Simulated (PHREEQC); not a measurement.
0.35 g of hydrous ferric oxide (600 m²/g; 0.2 weak and 0.005 strong sites per Fe, Dzombak-Morel constants, diffuse double layer) in 1 kg of water with 0.005 mol/kgw of an inert sodium salt and 0.17 mmol/kgw MnCl2 and 0.013 mmol/kgw Na2HAsO4, at 25 °C; the pH is set by adding NaOH or the inert anion's acid. The system is closed to oxygen. No CO2 enters from the air. Nothing may precipitate in this run.

The series has 13 steps of pH, from 3 to 9.

Equilibrium calculation in PHREEQC: ion-association model, wateq4f.dat.

Near which pH is half of the Mn sorbed, and on which side is more sorbed?

Near pH 7.5, with more sorbed at higher pH.

At which pH does the surface charge pass through zero?

Near pH 8.5.

The database has no arsenate complexes of Mn. The oxide is taken as insoluble; below pH 4 it would dissolve.
